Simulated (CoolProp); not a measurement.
Vapour pressure (MPa) of p-xylene: the reference equation beside estimates from Tc = 616.2 K, pc = 3.532 MPa, ω = 0.324. Clausius-Clapeyron is anchored at 457.4 K with a constant enthalpy of vaporisation of 32.45 kJ/mol.

The numbers come from the reference Helmholtz-energy equation of state, Zhou 2012 in CoolProp.

```csv
T (K),reference,Clausius-Clapeyron,Redlich-Kwong,Soave-Redlich-Kwong
449.2,0.2521,0.2572,0.4311,0.2538
457.4,0.3005,0.3005,0.4974,0.3034
465.7,0.3564,0.3499,0.5714,0.3609
474,0.4199,0.4052,0.6529,0.4263
482.2,0.4908,0.4661,0.7411,0.4994
490.5,0.5714,0.5345,0.8384,0.5827
498.8,0.6617,0.6102,0.9442,0.6761
507,0.7611,0.6925,1.057,0.7789
515.3,0.8728,0.7839,1.181,0.8945
523.6,0.9965,0.8839,1.314,1.022
```

Absolute difference from the reference over all 10 rows, mean and median: Clausius-Clapeyron 5.7 and 5.7 %, Redlich-Kwong 49.9 and 48.9 %, Soave-Redlich-Kwong 1.8 and 1.9 %.
